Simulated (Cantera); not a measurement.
Standard-state values (1 bar) from the NASA 1993 polynomials, evaluated with Cantera. Values are per mole of reaction as written; species without (g) are pure solids or liquids, kept so even where they would boil at 1 bar.

2 H₂O(g) + 2 Ba + O₂(g) → 2 Ba(OH)₂, with ΔH° = -1408.9 kJ and ΔS° = -493.0 J/K at 300 K.

**Question.** How far is the shortcut ΔG° ≈ ΔH°(300 K) − T·ΔS°(300 K) from the full temperature-dependent value at 1123, 1323, 1523, 1723, 1923, 2123, 2323, 2523 K?

**Answer.** 
```csv
T (K),shortcut (kJ),full (kJ),difference (kJ),difference in log10 K,condensed phases
1123,-855.3,-922.8,67.5,-3.14,"Ba(l), Ba(OH)₂(l)"
1323,-756.7,-852.6,95.9,-3.79,"Ba(l), Ba(OH)₂(l)"
1523,-658.1,-784.7,126.6,-4.34,"Ba(l), Ba(OH)₂(l)"
1723,-559.5,-718.7,159.2,-4.83,"Ba(l), Ba(OH)₂(l)"
1923,-460.9,-654.2,193.3,-5.25,"Ba(l), Ba(OH)₂(l)"
2123,-362.3,-591.0,228.7,-5.63,"Ba(l), Ba(OH)₂(l)"
2323,-263.7,-528.9,265.2,-5.96,"Ba(l), Ba(OH)₂(l)"
2523,-165.1,-467.8,302.7,-6.27,"Ba(l), Ba(OH)₂(l)"
```
The shortcut ignores heat capacities and the phase changes listed.
